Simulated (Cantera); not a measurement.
**MgCO3 + H2S + O2 (roasting and sulfation)**

Input: 1 mol MgCO3, 0.077 mol H2S, 0.055 mol O2, held at 0.100 bar.

These are equilibrium values from Cantera (NASA tables, ideal gas, pure condensed phases), not measurements of a reactor. Candidate condensed phases: C, C6H6, C7H8, C8H18, H2O, H2SO4, Mg, MgCO3, MgO, Mg(OH)2, MgS, MgSO4, S; 130 gas species. Gases not in the tables: S3 to S7. Kinetics and transport are ignored.

At 625 K the condensed part is MgO(s) + MgSO4(s). From 725 K to 1625 K the condensed part is MgO(s).

| T (K) | x CO2 | x CO | x SO2 | x H2O | x S2 | x H2S | x H2 | n MgO(s) | n MgSO4(s) |
|---|---|---|---|---|---|---|---|---|---|
| 625 | 0.917 | 8.86e-6 | 0.00407 | 0.0515 | 0.00502 | 0.0192 | 1.03e-5 | 0.985 | 0.0152 |
| 725 | 0.892 | 7.79e-5 | 0.0212 | 0.0565 | 0.0169 | 0.0122 | 3.71e-5 | 1.00 | 0 |
| 825 | 0.890 | 0.000643 | 0.0201 | 0.0596 | 0.0190 | 0.00893 | 0.000154 | 1.00 | 0 |
| 925 | 0.886 | 0.00321 | 0.0204 | 0.0616 | 0.0198 | 0.00654 | 0.000451 | 1.00 | 0 |
| 1025 | 0.876 | 0.0107 | 0.0234 | 0.0629 | 0.0192 | 0.00455 | 0.000995 | 1.00 | 0 |
| 1125 | 0.858 | 0.0256 | 0.0302 | 0.0635 | 0.0166 | 0.00286 | 0.00172 | 1.00 | 0 |
| 1225 | 0.831 | 0.0476 | 0.0407 | 0.0636 | 0.0120 | 0.00159 | 0.00248 | 1.00 | 0 |
| 1325 | 0.800 | 0.0725 | 0.0527 | 0.0634 | 0.00634 | 0.000736 | 0.00308 | 1.00 | 0 |
| 1425 | 0.777 | 0.0918 | 0.0619 | 0.0633 | 0.00196 | 0.000246 | 0.00329 | 1.00 | 0 |
| 1525 | 0.768 | 0.0994 | 0.0653 | 0.0636 | 0.000344 | 5.79e-5 | 0.00306 | 1.00 | 0 |
| 1625 | 0.766 | 0.101 | 0.0659 | 0.0640 | 5.49e-5 | 1.32e-5 | 0.00272 | 1.00 | 0 |
x: gas mole fraction; n: condensed amount in mol.
